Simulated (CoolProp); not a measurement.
The fluoroketone C6F12O (FK-5-1-12) along the isobar 2.71 MPa: density (kg/m³) from the reference equation and from simpler models built on Tc = 168.7 °C, pc = 1.869 MPa, ω = 0.471; each cubic takes its own stable root.

Computed with CoolProp (reference Helmholtz-energy equation of state, McLinden 2015).

| T (°C) | phase | reference | van der Waals | Redlich-Kwong | Soave-Redlich-Kwong | Peng-Robinson |
|---|---|---|---|---|---|---|
| -98.45 | liquid | 1947 | 1125 | 1665 | 1710 | 1915 |
| -65.95 | liquid | 1861 | 1090 | 1606 | 1664 | 1866 |
| -33.35 | liquid | 1775 | 1052 | 1540 | 1609 | 1808 |
| -0.85 | liquid | 1687 | 1012 | 1466 | 1545 | 1739 |
| 31.65 | liquid | 1595 | 966.9 | 1383 | 1468 | 1655 |
| 64.15 | liquid | 1496 | 917.3 | 1288 | 1374 | 1552 |
| 96.75 | liquid | 1384 | 860.4 | 1178 | 1258 | 1421 |
| 129.25 | liquid | 1248 | 793.0 | 1046 | 1108 | 1248 |
| 161.75 | liquid | 1055 | 706.5 | 872.3 | 889.7 | 991.9 |
| 194.35 | supercritical | 556.5 | 575.8 | 592.1 | 490.0 | 522.6 |
| 226.85 | supercritical | 323.1 | 385.8 | 357.1 | 308.2 | 324.3 |
